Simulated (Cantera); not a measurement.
## HMDSO + N₂O (silicon oxide and oxynitride deposition)

Input: 1 mol HMDSO, 33 mol N₂O, held at 645 Torr.

Method: chemical equilibrium by Gibbs-energy minimisation in Cantera with the NASA 1993 tables (ideal gas, pure condensed phases). Candidate condensed phases: C, C₆H₆, C₇H₈, C₈H₁₈, H₂O, Si, SiC, SiO₂, Si₂N₂O, Si₃N₄; 151 gas species. The feed counts by its element totals alone. The tables hold silica as quartz up to 1696 K and as liquid above; real silica turns to tridymite and cristobalite and melts near 1996 K. Gases not in the tables: Si(OH)₄. The numbers say what is thermodynamically allowed, not how fast it happens.

From 1000 °C to 1400 °C the condensed part is SiO₂(β-quartz). From 1450 °C to 1600 °C the condensed part is SiO₂(condensed).

| T (°C) | x N₂ | x H₂O | x CO₂ | x O₂ | x NO | x OH | n SiO₂(β-quartz) | n SiO₂(condensed) |
|---|---|---|---|---|---|---|---|---|
| 1000 | 0.628 | 0.171 | 0.114 | 0.0856 | 0.000189 | 8.29e-6 | 2.00 | 0 |
| 1050 | 0.628 | 0.171 | 0.114 | 0.0856 | 0.000261 | 1.48e-5 | 2.00 | 0 |
| 1100 | 0.628 | 0.171 | 0.114 | 0.0855 | 0.000354 | 2.54e-5 | 2.00 | 0 |
| 1150 | 0.628 | 0.171 | 0.114 | 0.0855 | 0.000469 | 4.19e-5 | 2.00 | 0 |
| 1200 | 0.628 | 0.171 | 0.114 | 0.0854 | 0.000609 | 6.68e-5 | 2.00 | 0 |
| 1250 | 0.628 | 0.171 | 0.114 | 0.0853 | 0.000778 | 0.000103 | 2.00 | 0 |
| 1300 | 0.628 | 0.171 | 0.114 | 0.0852 | 0.000978 | 0.000156 | 2.00 | 0 |
| 1350 | 0.628 | 0.171 | 0.114 | 0.0850 | 0.00121 | 0.000228 | 2.00 | 0 |
| 1400 | 0.628 | 0.171 | 0.114 | 0.0849 | 0.00148 | 0.000327 | 2.00 | 0 |
| 1450 | 0.628 | 0.171 | 0.114 | 0.0847 | 0.00179 | 0.000459 | 0 | 2.00 |
| 1500 | 0.627 | 0.171 | 0.114 | 0.0845 | 0.00214 | 0.000632 | 0 | 2.00 |
| 1550 | 0.627 | 0.171 | 0.114 | 0.0843 | 0.00254 | 0.000855 | 0 | 2.00 |
| 1600 | 0.627 | 0.171 | 0.114 | 0.0840 | 0.00297 | 0.00114 | 0 | 2.00 |
x: gas mole fraction; n: condensed amount in mol.
